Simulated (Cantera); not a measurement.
Cantera run, input and output.

```python
import numpy as np
import cantera as ct

gas = ct.Solution("gri30.yaml")
gas.TPX = 425, 1300000, {'C2H6': 1, 'O2': 3.76, 'N2': 14.2, 'CO2': 0.035}
inlet = ct.Reservoir(gas, clone=True)
gas.equilibrate("HP")  # start burning
reactor = ct.IdealGasConstPressureReactor(gas, energy="on", clone=False)
exhaust = ct.Reservoir(gas, clone=True)
tau = [0.13, 0.039, 0.011, 0.0033, 0.00096, 0.00028, 8.1e-05, 2.3e-05, 6.8e-06][0]
for a, b in ((inlet, reactor), (reactor, exhaust)):
    ct.MassFlowController(a, b, mdot=lambda t: reactor.mass / tau)
net = ct.ReactorNet([reactor])
show = ['C2H6', 'O2', 'OH', 'CH4', 'NO']

rows = []
print(f"{'tau/s':>10s}{'T/K':>9s}" + "".join(f"{s:>11s}" for s in show))
for tau in [0.13, 0.039, 0.011, 0.0033, 0.00096, 0.00028, 8.1e-05, 2.3e-05, 6.8e-06]:
    net.initial_time = 0.0
    net.advance(30 * tau)
    before = gas.X
    net.advance(40 * tau)
    drift = np.max(np.abs(gas.X - before) / (gas.X + 1e-9))
    rows.append([gas.T, *gas[show].X, drift])
    print(f"{tau:10.3e}{gas.T:9.1f}" + "".join(f"{x:11.3e}" for x in gas[show].X))
```

Output:

```
     tau/s      T/K       C2H6         O2         OH        CH4         NO
 1.300e-01   2310.1  2.412e-08  1.306e-02  2.481e-03  6.643e-08  3.042e-03
 3.900e-02   2310.8  7.917e-08  1.353e-02  2.541e-03  2.096e-07  2.192e-03
 1.100e-02   2309.4  2.744e-07  1.418e-02  2.663e-03  6.567e-07  1.246e-03
 3.300e-03   2301.1  8.853e-07  1.499e-02  2.910e-03  1.691e-06  6.741e-04
 9.600e-04   2279.1  2.859e-06  1.640e-02  3.420e-03  3.582e-06  3.885e-04
 2.800e-04   2237.4  8.856e-06  1.887e-02  4.185e-03  6.953e-06  2.415e-04
 8.100e-05   2170.1  2.746e-05  2.296e-02  4.920e-03  1.742e-05  1.485e-04
 2.300e-05   2055.9  1.033e-04  3.101e-02  4.706e-03  8.079e-05  7.259e-05
 6.800e-06    425.0  5.265e-02  1.979e-01  7.291e-31 -1.624e-17 -7.428e-20
```

Detailed kinetics in Cantera: GRI-Mech 3.0 (53 species, 325 reactions). The pressure lies above the range GRI-Mech 3.0 was tuned for (to about 10 atm).
